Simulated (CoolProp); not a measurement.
Saturation properties of ammonia (Tc = 405.6 K, pc = 11360 kPa, ω = 0.256).

Model: reference Helmholtz-energy equation of state, Gao 2020, in CoolProp.

| T (K) | p (kPa) | enthalpy of vaporisation (kJ/kg) | liquid cp (kJ/(kg K)) |
|---|---|---|---|
| 207 | 14.37 | ___ | 4.341 |
| 224.4 | 43.89 | 1414 | 4.407 |
| 241.8 | 111.7 | ___ | ___ |
| 259.2 | 246.8 | 1309 | 4.543 |
| 276.6 | 487.5 | ___ | 4.629 |
| 294 | 880.6 | ___ | 4.746 |
| 311.4 | 1480 | ___ | 4.913 |
| 328.8 | 2348 | ___ | 5.161 |
| 346.2 | 3551 | 920.2 | 5.557 |
| 363.6 | 5164 | 797.1 | 6.275 |

### Question
Fill in the missing entries.

### Answer

- 207, enthalpy of vaporisation (kJ/kg): 1460
- 241.8, enthalpy of vaporisation (kJ/kg): 1364
- 241.8, liquid cp (kJ/(kg K)): 4.473
- 276.6, enthalpy of vaporisation (kJ/kg): 1249
- 294, enthalpy of vaporisation (kJ/kg): 1183
- 311.4, enthalpy of vaporisation (kJ/kg): 1108
- 328.8, enthalpy of vaporisation (kJ/kg): 1022

It boils at 239.8 K under 1 atm.
